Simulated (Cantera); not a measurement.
What does this Cantera script print?

```python
import numpy as np
import cantera as ct

gas_names = [...]  # 143 gases of nasa_gas.yaml made of C, Cl, F, H, Si
cond_names = """
    C(gr) C6H6(L) C7H8(L) C8H18(L),n-octa Si(cr) Si(L) SiC(b)
""".split()


# ... load() reads the species with a 1 bar reference pressure and builds the phases ...
atoms = {
    'CHF3': {'C': 1, 'H': 1, 'F': 3},
    'Si': {'Si': 1},
    'HCl': {'H': 1, 'CL': 1},
}
top_T = {'C(gr)': 4500, 'SiC(b)': 3050}  # K; cautious upper limits of use, not melting points


# ... equilibrate(T, P, feed) seeds the gas with the atoms and calls Mixture.equilibrate('TP', solver="gibbs", rtol=1e-10, max_steps=50000) ...
results = []
feed = {'CHF3': 1, 'Si': 0.012, 'HCl': 0.13}  # mol
P = 410  # Pa
for T in [1898, 1973, 2048, 2123, 2198, 2273, 2348, 2423, 2498, 2573, 2648]:
    mix = equilibrate(T, P, feed)
    results.append((T, P, feed, dict(zip(mix.species_names, mix.species_moles))))

top = {s: max(r[3][s] / sum(r[3][g] for g in gas_names) for r in results) for s in gas_names}
cols = sorted((s for s in top if top[s] > 0.0001), key=lambda s: -top[s])[:5]
seen = [c for c in cond_names if any(r[3].get(c, 0) > 1e-12 for r in results)]
print("log10 of partial pressures in bar; condensed amounts in mol")
print(f"{'T/K':>10s}" + "".join(f"{s[:9]:>10s}" for s in cols + seen))
for T, P, feed, n in results:
    ng = sum(n[g] for g in gas_names)
    print(f"{T:10.4g}" + "".join(f"{np.log10(max(n[s] / ng * P / 1e5, 1e-99)):10.3f}" for s in cols)
          + "".join(f"{n.get(c, 0):10.4g}" for c in seen))
```

Result:

```
log10 of partial pressures in bar; condensed amounts in mol
       T/K        HF         F       CF4       CF2        CL     C(gr)
      1898    -2.585    -4.147    -3.020    -3.850    -3.531    0.5202
      1973    -2.598    -3.829    -3.074    -3.588    -3.542    0.5015
      2048    -2.620    -3.546    -3.173    -3.371    -3.562     0.475
      2123    -2.652    -3.304    -3.346    -3.210    -3.593     0.447
      2198    -2.689    -3.108    -3.629    -3.121    -3.630    0.4368
      2273    -2.724    -2.963    -4.044    -3.115    -3.665    0.4678
      2348    -2.751    -2.862    -4.570    -3.177    -3.691     0.537
      2423    -2.771    -2.791    -5.160    -3.285    -3.711    0.6192
      2498    -2.786    -2.741    -5.784    -3.421    -3.726    0.6941
      2573    -2.798    -2.708    -6.424    -3.576    -3.738    0.7507
      2648    -2.809    -2.687    -7.070    -3.744    -3.748    0.7832
```

These are equilibrium values from Cantera (NASA tables, ideal gas, pure condensed phases), not measurements of a reactor. The tables' values for SiF3 are old estimates; treat these amounts as uncertain. Gases not in the tables: C2F6 and larger saturated fluorocarbons.
